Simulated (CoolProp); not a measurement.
Saturation properties of carbonyl sulfide (Tc = 105.6 °C, pc = 6369 kPa, ω = 0.098).

Computed with CoolProp (reference Helmholtz-energy equation of state, Lemmon 2006). It is a short technical equation, of lower accuracy than the large ones.

```tsv
T (°C)	p (kPa)	liquid density (kg/m³)	vapour density (kg/m³)	liquid cp (kJ/(kg K))	surface tension (mN/m)
-58.95	[?]	1193	2.280	1.173	22.4
-47.55	114.2	1169	3.774	1.185	20.3
-36.05	186.6	1144	5.946	1.200	18.2
-24.55	290.1	1118	8.961	1.219	16.1
-13.05	432.1	1090	13.02	1.243	14.2
-1.55	620.8	1062	18.35	1.272	12.3
9.95	864.6	1032	25.24	1.308	10.5
21.45	1172	1001	34.03	[?]	[?]
32.95	1553	966.5	45.19	1.411	7.10
```

Problem. Fill in the missing entries.

Solution. 
- -58.95, p (kPa): 66.17
- 21.45, liquid cp (kJ/(kg K)): 1.353
- 21.45, surface tension (mN/m): 8.73

It boils at -50.2 °C under 1 atm.

Surface tension comes from a separate correlation (Mulero 2012).
